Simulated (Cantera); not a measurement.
# Equilibrium for fluorocarbon and chlorocarbon gases: CH3Cl

Input: 1 mol CH3Cl, equilibrated at 0.450 bar.

Cantera equilibrium calculation (NASA polynomials, part measured and part estimated; ideal gas, pure solids and liquids). Candidate condensed phases: C, C6H6, C7H8, C8H18; 103 gas species. Ions and electrons are included (thermal ionisation). The tables' values for CCl are old estimates; treat these amounts as uncertain. Rates play no part.

From 2000 K to 3250 K the condensed part is C(graphite). From 3500 K to 5000 K nothing is condensed. The main C-bearing gas is C2H2 (acetylene) at 2000 K and C at 5000 K.

```tsv
T (K)	log p H	log p H2	log p HCl	log p Cl	log p C	log p C3	log p C2H2 (acetylene)	log p C2	log p C2H	n C(graphite)
2000	-3.11	-0.65	-0.65	-3.24	-10.52	-10.56	-3.76	-11.63	-7.96	0.998
2250	-2.46	-0.65	-0.66	-2.60	-8.44	-8.19	-3.13	-9.24	-6.33	0.993
2500	-1.93	-0.67	-0.67	-2.09	-6.78	-6.30	-2.63	-7.34	-5.04	0.978
2750	-1.51	-0.70	-0.72	-1.69	-5.42	-4.77	-2.25	-5.79	-4.00	0.943
3000	-1.18	-0.76	-0.80	-1.39	-4.30	-3.51	-1.97	-4.50	-3.15	0.869
3250	-0.93	-0.88	-0.96	-1.18	-3.34	-2.44	-1.80	-3.41	-2.47	0.681
3500	-0.78	-1.09	-1.22	-1.08	-2.56	-1.62	-1.82	-2.54	-2.01	0
3750	-0.65	-1.30	-1.50	-1.03	-2.11	-1.61	-2.33	-2.26	-2.08	0
4000	-0.59	-1.58	-1.82	-1.02	-1.75	-1.70	-2.93	-2.07	-2.25	0
4250	-0.57	-1.89	-2.16	-1.02	-1.46	-1.88	-3.60	-1.97	-2.51	0
4500	-0.56	-2.20	-2.48	-1.03	-1.26	-2.20	-4.33	-1.99	-2.86	0
4750	-0.57	-2.49	-2.77	-1.04	-1.15	-2.67	-5.12	-2.13	-3.30	0
5000	-0.57	-2.75	-3.03	-1.04	-1.09	-3.24	-5.93	-2.36	-3.80	0
```
log p: log10 of the partial pressure in bar; n: condensed amount in mol.
